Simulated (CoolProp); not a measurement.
Vapour-liquid equilibrium of R152A (1) + R113 (2) at 325.3 K; x and y are mole fractions of (1).

Computed with CoolProp (multi-fluid Helmholtz-energy mixture model, Outcalt 1996 and Marx 1992; pair parameters Bell 2016).

Give the bubble pressure and the first vapour's composition at x = 0.5, 0.575, 0.8. Is there an azeotrope?

x = 0.5: 0.7962 MPa, y = 0.886; x = 0.575: 0.8597 MPa, y = 0.902; x = 0.8: 1.045 MPa, y = 0.946. No azeotrope shows between x = 0.05 and 0.95.

The pair parameters rest on a limited set of measurements; away from them the model extrapolates.
